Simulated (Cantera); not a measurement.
## Gas-phase reforming

An isothermal, constant-pressure homogeneous reactor starts with CH4 : H2O = 1 : 4.2 (molar parts), at 1325 K and 18.8 atm.

Detailed kinetics in Cantera: GRI-Mech 3.0 (53 species, 325 reactions). The pressure lies above the range GRI-Mech 3.0 was tuned for (to about 10 atm).

```json
[
 {"t (s)": "0.000300", "x CH4": "0.192", "x H2O": "0.808", "x H2": "3.47e-6", "x CH2": "<1e-12", "x CH2O": "1.28e-9"},
 {"t (s)": "0.000749", "x CH4": "0.192", "x H2O": "0.808", "x H2": "8.82e-6", "x CH2": "<1e-12", "x CH2O": "4.96e-9"},
 {"t (s)": "0.00187", "x CH4": "0.192", "x H2O": "0.808", "x H2": "2.25e-5", "x CH2": "<1e-12", "x CH2O": "1.75e-8"},
 {"t (s)": "0.00466", "x CH4": "0.192", "x H2O": "0.808", "x H2": "5.87e-5", "x CH2": "<1e-12", "x CH2O": "6.68e-8"},
 {"t (s)": "0.0116", "x CH4": "0.192", "x H2O": "0.808", "x H2": "0.000162", "x CH2": "1.21e-12", "x CH2O": "2.63e-7"},
 {"t (s)": "0.0290", "x CH4": "0.192", "x H2O": "0.808", "x H2": "0.000489", "x CH2": "1.59e-12", "x CH2O": "7.95e-7"},
 {"t (s)": "0.0724", "x CH4": "0.190", "x H2O": "0.807", "x H2": "0.00154", "x CH2": "1.89e-12", "x CH2O": "1.30e-6"},
 {"t (s)": "0.181", "x CH4": "0.188", "x H2O": "0.806", "x H2": "0.00454", "x CH2": "2.61e-12", "x CH2O": "1.36e-6"},
 {"t (s)": "0.451", "x CH4": "0.181", "x H2O": "0.802", "x H2": "0.0123", "x CH2": "5.63e-12", "x CH2O": "1.46e-6"},
 {"t (s)": "1.12", "x CH4": "0.167", "x H2O": "0.793", "x H2": "0.0281", "x CH2": "1.00e-11", "x CH2O": "1.53e-6"},
 {"t (s)": "2.81", "x CH4": "0.148", "x H2O": "0.780", "x H2": "0.0514", "x CH2": "1.36e-11", "x CH2O": "1.41e-6"},
 {"t (s)": "7.00", "x CH4": "0.146", "x H2O": "0.763", "x H2": "0.0663", "x CH2": "9.69e-12", "x CH2O": "1.08e-6"}
]
```
x: mole fraction; the columns are a selection and need not sum to one.

Equilibrium at this temperature and pressure: CH4 0.000390, H2O 0.401, H2 0.460, CH2 <1e-12, CH2O 3.83e-7 (gas phase only).
